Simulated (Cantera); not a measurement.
## Metals in furnace atmospheres: Ti + H2O + H2 + CO

A closed system holds: 1 mol Ti, 0.026 mol H2O, 42 mol H2, 0.75 mol CO, at 7.50 mbar.

These are equilibrium values from Cantera (NASA tables, ideal gas, pure condensed phases), not measurements of a reactor. Candidate condensed phases: C, C6H6, C7H8, C8H18, H2O, Ti, TiC, TiO, TiO2, Ti2O3, Ti3O5, Ti4O7; 113 gas species. Mutual solubility and eutectic melting of coexisting phases are not modelled. TiC, TiO: taken at fixed stoichiometry. Condensed phases not in the tables: solid solutions among these carbides, nitrides and lower oxides. Rates play no part.

| T (K) | x H2 | x H | x CO | x CH4 | x H2O | x TiO | x Ti | x CO2 | n TiC(s) | n Ti2O3(s) | n TiO(s) |
|---|---|---|---|---|---|---|---|---|---|---|---|
| 1073 | 0.996 | 1.61e-7 | 0.00368 | 0.000208 | 5.88e-6 | <1e-12 | <1e-12 | 2.35e-8 | 0.586 | 0.207 | 0 |
| 1173 | 0.996 | 1.36e-6 | 0.00379 | 1.97e-5 | 7.37e-6 | <1e-12 | <1e-12 | 2.20e-8 | 0.589 | 0.205 | 0 |
| 1273 | 0.996 | 8.22e-6 | 0.00380 | 2.69e-6 | 8.76e-6 | <1e-12 | <1e-12 | 2.02e-8 | 0.590 | 0.205 | 0 |
| 1373 | 0.996 | 3.84e-5 | 0.00380 | 4.93e-7 | 1.01e-5 | 7.95e-12 | <1e-12 | 1.87e-8 | 0.590 | 0.205 | 0 |
| 1473 | 0.996 | 0.000146 | 0.00380 | 1.15e-7 | 1.13e-5 | 3.84e-10 | 1.77e-11 | 1.75e-8 | 0.590 | 0.205 | 0 |
| 1573 | 0.993 | 0.000468 | 0.00621 | 4.32e-8 | 1.51e-5 | 1.00e-8 | 8.42e-10 | 3.26e-8 | 0.487 | 0 | 0.513 |
| 1673 | 0.992 | 0.00131 | 0.00621 | 1.71e-8 | 1.36e-5 | 1.33e-7 | 2.71e-8 | 2.58e-8 | 0.487 | 0 | 0.513 |
| 1773 | 0.991 | 0.00327 | 0.00620 | 7.55e-9 | 1.24e-5 | 1.30e-6 | 5.83e-7 | 2.08e-8 | 0.487 | 0 | 0.513 |
| 1873 | 0.986 | 0.00740 | 0.00619 | 3.65e-9 | 1.13e-5 | 9.82e-6 | 8.97e-6 | 1.72e-8 | 0.487 | 0 | 0.512 |
x: gas mole fraction; n: condensed amount in mol.

From 1073 K to 1473 K the condensed part is TiC(s) + Ti2O3(s). From 1573 K to 1873 K the condensed part is TiC(s) + TiO(s).
